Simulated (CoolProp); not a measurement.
Saturation properties of CH3F (R41).

The numbers come from the reference Helmholtz-energy equation of state, Lemmon 2006 in CoolProp. It is a short technical equation, of lower accuracy than the large ones.

```json
[
 {"T (°C)": "-127.85", "p (kPa)": "[?]", "enthalpy of vaporisation (kJ/kg)": "549.2", "surface tension (mN/m)": "[?]"},
 {"T (°C)": "-114.95", "p (kPa)": "[?]", "enthalpy of vaporisation (kJ/kg)": "534.1", "surface tension (mN/m)": "[?]"},
 {"T (°C)": "-102.05", "p (kPa)": "22.36", "enthalpy of vaporisation (kJ/kg)": "518.6", "surface tension (mN/m)": "19.3"},
 {"T (°C)": "-89.15", "p (kPa)": "[?]", "enthalpy of vaporisation (kJ/kg)": "502.2", "surface tension (mN/m)": "17.2"},
 {"T (°C)": "-76.25", "p (kPa)": "113.6", "enthalpy of vaporisation (kJ/kg)": "484.7", "surface tension (mN/m)": "15.2"},
 {"T (°C)": "-63.25", "p (kPa)": "218.0", "enthalpy of vaporisation (kJ/kg)": "465.7", "surface tension (mN/m)": "13.1"},
 {"T (°C)": "-50.35", "p (kPa)": "383.3", "enthalpy of vaporisation (kJ/kg)": "444.9", "surface tension (mN/m)": "11.2"},
 {"T (°C)": "-37.45", "p (kPa)": "630.9", "enthalpy of vaporisation (kJ/kg)": "421.7", "surface tension (mN/m)": "[?]"},
 {"T (°C)": "-24.55", "p (kPa)": "983.8", "enthalpy of vaporisation (kJ/kg)": "395.4", "surface tension (mN/m)": "7.55"},
 {"T (°C)": "-11.55", "p (kPa)": "1472", "enthalpy of vaporisation (kJ/kg)": "364.9", "surface tension (mN/m)": "5.82"}
]
```

Fill in the missing entries.


- -127.85, p (kPa): 2.257
- -127.85, surface tension (mN/m): 23.6
- -114.95, p (kPa): 7.900
- -114.95, surface tension (mN/m): 21.4
- -89.15, p (kPa): 53.75
- -37.45, surface tension (mN/m): 9.35

It boils at -78.4 °C under 1 atm.

Surface tension comes from a separate correlation (Mulero 2012).
